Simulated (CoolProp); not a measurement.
Properties of oxygen along the isotherm 171.9 K (Tc = 154.6 K, pc = 5.046 MPa, ω = 0.022).

Model: reference Helmholtz-energy equation of state, Schmidt 1985, in CoolProp.

| p (MPa) | phase | speed of sound (m/s) | viscosity (µPa s) | fugacity coefficient |
|---|---|---|---|---|
| 2.1 | gas | 237.5 | 13.4 | 0.9012 |
| 4.21 | gas | 224.6 | 14.4 | 0.8052 |
| 6.31 | supercritical | 214.3 | 17.0 | 0.7119 |
| 8.41 | supercritical | 230.4 | 25.4 | 0.6213 |
| 10.5 | supercritical | 294.4 | 35.2 | 0.5461 |
| 12.6 | supercritical | 351.1 | 41.4 | 0.4915 |
| 14.7 | supercritical | 396.6 | 46.0 | 0.4519 |
| 16.8 | supercritical | 434.5 | 49.9 | 0.4225 |
| 18.9 | supercritical | 466.9 | 53.2 | 0.4002 |
| 21 | supercritical | 495.3 | 56.3 | 0.3830 |
| 23.1 | supercritical | 520.7 | 59.1 | 0.3697 |
| 25.2 | supercritical | 543.8 | 61.8 | 0.3593 |

Viscosity comes from a separate model (Lemmon 2004).
